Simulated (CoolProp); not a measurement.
Values from CoolProp's reference Helmholtz-energy equation of state, Lemmon 2006. It is a short technical equation, of lower accuracy than the large ones.

Task: Give the vapour pressure (MPa), surface tension (mN/m), liquid viscosity (µPa s) of saturated hydrogen sulfide at 331.7 K.

Result: 
```csv
T (K),p (MPa),surface tension (mN/m),liquid viscosity (µPa s)
331.7,4.23,5.52,88.8
```

Viscosity comes from a separate model (Quiñones-Cisneros 2012). Surface tension comes from a separate correlation (Mulero 2012).
